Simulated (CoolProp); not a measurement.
Vapour-liquid equilibrium of CHF3 (R23) (1) + R227EA (2) at 244.7 K; x and y are mole fractions of (1).

Computed with CoolProp (multi-fluid Helmholtz-energy mixture model, Penoncello 2003 and Lemmon 2016; pair parameters Bell 2016).

Task: Give the bubble pressure and the first vapour's composition at x = 0.05, 0.35, 0.8. Is there an azeotrope?

Result: x = 0.05: 106.4 kPa, y = 0.467; x = 0.35: 422.6 kPa, y = 0.894; x = 0.8: 849.3 kPa, y = 0.976. No azeotrope shows between x = 0.05 and 0.95.

The pair parameters rest on a limited set of measurements; away from them the model extrapolates. The gap from Raoult's law changes sign with composition, which may be real or a fault of the pair parameters; it wasn't checked against measurements.
